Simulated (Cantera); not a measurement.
Feed: 1 mol Si, 1.1 mol HCl, 5.5 mol N₂, equilibrated at 1.00 Torr.

Method: chemical equilibrium by Gibbs-energy minimisation in Cantera with the NASA 1993 tables (ideal gas, pure condensed phases). Candidate condensed phases: NH₄Cl, Si, Si₃N₄; 28 gas species. N₂ is the only nitrogen source here; it is nearly inert below about 1500 K, so the nitride shown seldom forms there in practice. Rates play no part.

Over these rows the condensed part is Si₃N₄(s). Partial pressures as log10 of bar:

```
T (K)  1000/T (1/K)  log p SiCl₂  log p N₂  log p HCl  log p H₂  log p SiCl₄
-----  ------------  -----------  --------  ---------  --------  -----------
900          1.1111        -9.70     -2.96      -3.78     -4.39        -4.69
1000         1.0000            ?     -2.96      -3.76     -4.43        -4.73
1100         0.9091        -6.76     -2.96      -3.75     -4.46        -4.77
1200         0.8333        -5.69     -2.96      -3.74     -4.48        -4.85
1300         0.7692        -4.88     -2.96      -3.76     -4.44        -5.09
1400         0.7143        -4.41     -2.96      -3.84     -4.31        -5.75
```

**Question.** Fit log p(SiCl₂) = a + b·(1000/T) to the five rows, give the apparent enthalpy, and predict the row at 1000 K.

**Answer.** Means: 1000/T = 0.8674, log p = -6.288. Sxy = -1.297366, Sxx = 0.0953742, so b = -13.60 and a = -6.288 − (-13.60)×0.8674 = 5.51.
Apparent enthalpy: −19.145 × (-13.60) = 260 kJ/mol. With the condensed phases at unit activity, 1/6 Si₃N₄(s) + 1/2 SiCl₄(g) = SiCl₂(g) + 1/3 N₂(g) links this pressure to the main gases: over the six rows their terms move log p by -0.53 in all, so the slope isn't that reaction's ΔH° alone. The five rows lie within 0.21 of the line; that is curvature, so one enthalpy describes this range poorly.
Prediction at 1000 K: 5.51 + (-13.60)×1.0000 = -8.09. The computed value is -8.08, 0.01 from the line.
